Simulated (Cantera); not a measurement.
Feed: 1 mol AlCl3, 9.6 mol O2, 12 mol N2, equilibrated at 948.15 K and 1.33 mbar.

Equilibrium computed with Cantera from the NASA thermochemical tables; the gas is ideal and each condensed phase is pure. Candidate condensed phases: Al, AlCl3, AlN, Al2O3; 24 gas species. Condensed phases not in the tables: AlOCl. Equilibrium is a limit: real reactors are often held back by kinetics, nucleation or transport.

Base state: N2 0.537, O2 0.396, Cl2 0.0665, Cl 0.00121, NO 1.94e-5 (mole fractions); condensed: Al2O3(s).

Task: What changes in the equilibrium state with this change: temperature from 948.15 K to 1850 K?

Result: 
```
species         before     after
-------------  -------  --------
N2               0.537     0.500
O2               0.396     0.366
Cl             0.00121     0.125
Cl2             0.0665  0.000133
O                <1e-9   0.00320
NO             1.94e-5   0.00516
Al2O3(s), mol    0.500     0.500
```

Task: What changes in the equilibrium state with this change: AlCl3 replaced by Al?

Result: 
```csv
species,before,after
N2,0.537,0.576
O2,0.396,0.424
NO,1.94e-5,2.08e-5
Cl2,0.0665,0
Cl,0.00121,0
"Al2O3(s), mol",0.500,0.500
```

Task: What changes in the equilibrium state with this change: temperature from 948.15 K to 775 K?

Result: 
| species | before | after |
|---|---|---|
| N2 | 0.537 | 0.537 |
| O2 | 0.396 | 0.396 |
| Cl2 | 0.0665 | 0.0671 |
| Cl | 0.00121 | 3.64e-5 |
| NO | 1.94e-5 | 1.46e-6 |
| Al2O3(s), mol | 0.500 | 0.500 |
